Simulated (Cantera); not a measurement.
A Cantera script and what it prints.

```python
import numpy as np
import cantera as ct

gas_names = """
    B BF BF2 BF3 BO BOF BOF2 BO2 B2 B2O B2O2 B2O3 B3O3F3 F FO FO2 F2 F2O O O2 O3
""".split()
cond_names = """
    B(b) B(L) B2O3(L)
""".split()


# ... load() reads the species with a 1 bar reference pressure and builds the phases ...
atoms = {
    'B2O3': {'B': 2, 'O': 3},
    'F2': {'F': 2},
}
top_T = {}  # K; cautious upper limits of use, not melting points


# ... equilibrate(T, P, feed) seeds the gas with the atoms and calls Mixture.equilibrate('TP', solver="vcs", rtol=1e-11, max_steps=5000) ...
results = []
feed = {'B2O3': 1, 'F2': 7.2}  # mol
P = 12000  # Pa
for T in [823, 923, 1023, 1123, 1223, 1323, 1423, 1523, 1623, 1723]:
    mix = equilibrate(T, P, feed)
    results.append((T, P, feed, dict(zip(mix.species_names, mix.species_moles))))

top = {s: max(r[3][s] / sum(r[3][g] for g in gas_names) for r in results) for s in gas_names}
cols = sorted((s for s in top if top[s] > 0.0001), key=lambda s: -top[s])[:9]
seen = [c for c in cond_names if any(r[3].get(c, 0) > 1e-12 for r in results)]
print("log10 of partial pressures in bar; condensed amounts in mol")
print(f"{'T/K':>10s}" + "".join(f"{s[:9]:>10s}" for s in cols + seen))
for T, P, feed, n in results:
    ng = sum(n[g] for g in gas_names)
    print(f"{T:10.4g}" + "".join(f"{np.log10(max(n[s] / ng * P / 1e5, 1e-99)):10.3f}" for s in cols)
          + "".join(f"{n.get(c, 0):10.4g}" for c in seen))
```

It prints:

```
log10 of partial pressures in bar; condensed amounts in mol
       T/K         F        F2       BF3        O2
       823    -2.531    -1.199    -1.512    -1.637
       923    -1.987    -1.240    -1.525    -1.650
      1023    -1.583    -1.344    -1.556    -1.681
      1123    -1.313    -1.555    -1.605    -1.730
      1223    -1.167    -1.892    -1.651    -1.776
      1323    -1.106    -2.307    -1.678    -1.803
      1423    -1.085    -2.726    -1.689    -1.814
      1523    -1.077    -3.113    -1.693    -1.818
      1623    -1.074    -3.461    -1.694    -1.819
      1723    -1.073    -3.772    -1.695    -1.820
```

Cantera equilibrium calculation (NASA polynomials, part measured and part estimated; ideal gas, pure solids and liquids).
